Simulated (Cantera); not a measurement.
Feed: 1 mol Si3H8, 0.46 mol HCl, 11 mol N2, held at 0.00340 bar.

These are equilibrium values from Cantera (NASA tables, ideal gas, pure condensed phases), not measurements of a reactor. Candidate condensed phases: NH4Cl, Si, Si3N4; 28 gas species. The feed counts by its element totals alone. N2 is the only nitrogen source here; it is nearly inert below about 1500 K, so the nitride shown seldom forms there in practice. Equilibrium is a limit: real reactors are often held back by kinetics, nucleation or transport.

Question: Which condensed phases are stable at each of these points (T (°C)): 977, 1027, 1077, 1127, 1177, 1227, 1277, 1327, 1377, 1427, 1477?

Answer: 
| T (°C) | condensed phases | Si condensed (%) |
|---|---|---|
| 977 | Si3N4(s) | 100.0 |
| 1027 | Si3N4(s) | 100.0 |
| 1077 | Si3N4(s) | 100.0 |
| 1127 | Si3N4(s) | 99.9 |
| 1177 | Si3N4(s) | 99.8 |
| 1227 | Si3N4(s) | 99.6 |
| 1277 | Si3N4(s) | 99.3 |
| 1327 | Si3N4(s) | 98.9 |
| 1377 | Si3N4(s) | 98.3 |
| 1427 | Si3N4(s) | 97.6 |
| 1477 | Si(l) | 97.1 |

From 977 °C to 1427 °C the condensed part is Si3N4(s). At 1477 °C the condensed part is Si(l).
